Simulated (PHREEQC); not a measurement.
Solution (25 °C): 0.0012 mol KOH and 1.3e-05 mol H4SiO4 per kg of water. Closed to the air; pH follows from the charge balance.

All values are PHREEQC results (ion-association model, wateq4f.dat), not measurements.

```
quantity              before    after
-------------------  -------  -------
pH                     11.06    10.76
H3SiO4- (mol/kgw)    1.22e-5  1.16e-5
H4SiO4 (mol/kgw)     6.97e-7  1.34e-6
SI of Quartz (SiO2)    -2.18    -1.89
```

### Question
Which change was made?
A) 0.0015 mol/kgw LiOH added
B) H4SiO4 from 1.3e-05 to 1.95e-05 mol/kgw
C) KOH left out
D) diluted 100-fold with water
E) KOH from 0.0012 to 0.0006 mol/kgw

### Answer
E, KOH from 0.0012 to 0.0006 mol/kgw

Precipitation was switched off in this run.
